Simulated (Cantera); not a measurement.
# Low-pressure radical oxidation in H2/O2

A perfectly stirred reactor is fed with H2 : O2 = 0.24 : 1 (molar parts), equivalence ratio 0.12, at 0.00510 bar; it is held at 1225 K, and followed from long to short residence time.

Model: the H2/O2 subset of GRI-Mech 3.0, which has no nitrogen chemistry, integrated in Cantera. Radical loss at walls, strong at low pressure, is not modelled. The temperature is held fixed by assumption; the heat of reaction is taken as removed at once.

| τ (s) | x H2 | x O2 | x H2O2 | x O | x OH | x H2O | x H |
|---|---|---|---|---|---|---|---|
| 25 | 0.000225 | 0.784 | 7.25e-8 | 0.00138 | 0.00163 | 0.213 | 0.000159 |
| 9.0 | 0.000439 | 0.782 | 9.46e-8 | 0.00272 | 0.00228 | 0.212 | 0.000440 |
| 3.2 | 0.000854 | 0.779 | 1.18e-7 | 0.00536 | 0.00320 | 0.210 | 0.00122 |
| 1.1 | 0.00167 | 0.773 | 1.37e-7 | 0.0106 | 0.00449 | 0.207 | 0.00341 |
| 0.40 | 0.00304 | 0.763 | 1.46e-7 | 0.0196 | 0.00605 | 0.200 | 0.00861 |
| 0.14 | 0.00525 | 0.745 | 1.42e-7 | 0.0343 | 0.00787 | 0.187 | 0.0201 |
| 0.049 | 0.00808 | 0.723 | 1.29e-7 | 0.0517 | 0.00948 | 0.170 | 0.0377 |
| 0.017 | 0.0116 | 0.708 | 1.23e-7 | 0.0631 | 0.0107 | 0.153 | 0.0535 |
| 0.0062 | 0.0178 | 0.704 | 1.33e-7 | 0.0639 | 0.0119 | 0.140 | 0.0618 |
| 0.0022 | 0.0322 | 0.712 | 1.60e-7 | 0.0555 | 0.0133 | 0.124 | 0.0631 |
x: mole fraction; the columns are a selection and need not sum to one.
